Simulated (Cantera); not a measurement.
Input: 1 mol SiH4, 0.031 mol C2H4, 29 mol H2, held at 975 K and 0.00160 bar.

Cantera equilibrium calculation (NASA polynomials, part measured and part estimated; ideal gas, pure solids and liquids). Candidate condensed phases: C, C6H6, C7H8, C8H18, Si, SiC; 87 gas species. Rates play no part.

Base state: H2 1.00 (mole fractions); condensed: Si(s) + SiC(s).

Problem. What changes in the equilibrium state with this change: SiH4 replaced by SiH2Cl2?

Solution. 
| species | before | after |
|---|---|---|
| H2 | 1.00 | 0.964 |
| HCl | 0 | 0.0252 |
| SiCl4 | 0 | 0.00773 |
| SiHCl3 | 0 | 0.00169 |
| SiCl2 | 0 | 0.00106 |
| SiCl3 | 0 | 0.000539 |
| SiH2Cl2 | 0 | 3.87e-5 |
| Si(s), mol | 0.938 | 0.598 |
| SiC(s), mol | 0.0620 | 0.0620 |
The tables' values for SiCl3 are old estimates; treat these amounts as uncertain.
